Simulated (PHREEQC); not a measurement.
Consider water at 20 °C with 1.6 mol/kgw NaCl and 2.5 mol/kgw MgCl2. Closed to the air; pH follows from the charge balance.

The numbers come from PHREEQC with the Pitzer model, pitzer.dat.

| Property | Value |
|---|---|
| ionic strength | 9.10 mol/kgw |
| activity of water | 0.691 |
| density | 1.212 g/cm³ |
| osmotic coefficient | 1.915 |

```tsv
species	molality	activity	log γ
Cl-	6.60	4.54	-0.162
Mg+2	2.50	92.2	1.567
Na+	1.60	6.11	0.582
H+	1.57e-6	3.02e-5	1.284
MgOH+	1.57e-6	2.10e-6	0.128
OH-	4.12e-9	1.57e-10	-1.420
```

Precipitation was switched off in this run.
